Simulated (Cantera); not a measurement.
## Halide evaporation, hydrolysis and transport: NaCl + H2O + N2

Charge: 1 mol NaCl, 2.6 mol H2O, 1.2 mol N2, at 0.00133 bar.

Cantera equilibrium calculation (NASA polynomials, part measured and part estimated; ideal gas, pure solids and liquids). Candidate condensed phases: H2O, NH4Cl, Na, NaCl, NaOH, NaO2, Na2O, Na2O2; 38 gas species. The numbers say what is thermodynamically allowed, not how fast it happens.

```
T (°C)  x H2O   x N2  x NaCl      x Na      x H2     x HCl      x O2       x H      x OH      x Cl  x Na2Cl2
------  -----  -----  ------  --------  --------  --------  --------  --------  --------  --------  --------
875     0.549  0.253   0.184   1.57e-5   1.77e-5  0.000341   1.21e-5   8.26e-9   1.53e-6   1.40e-7    0.0134
975     0.543  0.251   0.202   8.85e-5   6.80e-5  0.000670   5.26e-5   1.06e-7   8.59e-6   8.89e-7   0.00311
1075    0.541  0.250   0.206  0.000354  0.000217   0.00123  0.000182   9.33e-7   3.75e-5   4.41e-6  0.000791
1175    0.539  0.250   0.205   0.00108  0.000596   0.00222  0.000519   6.17e-6  0.000133   1.87e-5  0.000237
1275    0.536  0.249   0.204   0.00268   0.00146   0.00398   0.00125   3.22e-5  0.000395   7.01e-5   8.17e-5
1375    0.530  0.248   0.200   0.00565   0.00323   0.00692   0.00266  0.000139   0.00102  0.000233   3.15e-5
1475    0.520  0.247   0.194    0.0106   0.00655    0.0115   0.00507  0.000506   0.00235  0.000686   1.32e-5
1575    0.504  0.244   0.184    0.0182    0.0122    0.0180   0.00887   0.00160   0.00487   0.00180   5.78e-6
1675    0.478  0.240   0.170    0.0290    0.0211    0.0263    0.0143   0.00449   0.00922   0.00421   2.59e-6
1775    0.440  0.233   0.150    0.0432    0.0337    0.0358    0.0216    0.0113    0.0160   0.00884   1.14e-6
1875    0.387  0.223   0.125    0.0600    0.0499    0.0446    0.0301    0.0255    0.0254    0.0167   4.69e-7
```
x: gas mole fraction; nothing condenses.

From 875 °C to 1875 °C nothing is condensed. The main Na-bearing gas is NaCl throughout.
